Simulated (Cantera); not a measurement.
What does this Cantera script print?

```python
import numpy as np
import cantera as ct

gas_names = """
    F F2 H HF H2 H2F2 H3F3 H4F4 H5F5 H6F6 H7F7 N NF NF2 NF3 NH NH2 NH3 N2 N2H2 N2H4 Si SiF SiF2 SiF3
    SiF4 SiH SiHF3 SiH2 SiH2F2 SiH3 SiH3F SiH4 SiN Si2 Si2N Si3
""".split()
cond_names = """
    Si(cr) Si(L) Si3N4(a)
""".split()


# ... load() reads the species with a 1 bar reference pressure and builds the phases ...
atoms = {
    'Si': {'Si': 1},
    'NF3': {'N': 1, 'F': 3},
    'H2': {'H': 2},
}
top_T = {'Si3N4(a)': 2400}  # K; cautious upper limits of use, not melting points


# ... equilibrate(T, P, feed) seeds the gas with the atoms and calls Mixture.equilibrate('TP', solver="vcs", rtol=1e-11, max_steps=5000) ...
results = []
feed = {'Si': 1, 'NF3': 1.6, 'H2': 1.3}  # mol
T = 1400  # K
P = 3500  # Pa
mix = equilibrate(T, P, feed)
results.append((T, P, feed, dict(zip(mix.species_names, mix.species_moles))))
x = sorted(zip(gas.X, gas.species_names), reverse=True)
print(f"T = {T:g} K  P = {P:g} Pa  gas = {mix.phase_moles(0):.4g} mol")
print("   x: " + "  ".join(f"{s} {v:.3e}" for v, s in x if v > 0.0001))
print("   condensed (mol): " + ("  ".join(f"{mix.phase(i).name} {mix.phase_moles(i):.4g}"
      for i in range(1, mix.n_phases) if mix.phase_moles(i) > 1e-12) or "none"))
```

Result:

```
T = 1400 K  P = 3500 Pa  gas = 3.5 mol
   x: SiF4 2.853e-01  H2 2.569e-01  HF 2.289e-01  N2 2.285e-01  SiF3 2.612e-04
   condensed (mol): none
```

These are equilibrium values from Cantera (NASA tables, ideal gas, pure condensed phases), not measurements of a reactor. The tables' values for SiF3 are old estimates; treat these amounts as uncertain.
